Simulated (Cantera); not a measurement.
Feed: 1 mol SiHCl3, a varied amount of H2, held at 1227 °C and 1100 Pa.

These are equilibrium values from Cantera (NASA tables, ideal gas, pure condensed phases), not measurements of a reactor. Candidate condensed phases: Si; 19 gas species. Equilibrium is a limit: real reactors are often held back by kinetics, nucleation or transport.

Question: At 640 mol H2, list the 4 most abundant gas species with their mole fractions, and the condensed phases.

Answer: H2 0.995, HCl 0.00454, H 0.000167, SiCl2 6.65e-5. Condensed: Si(s).
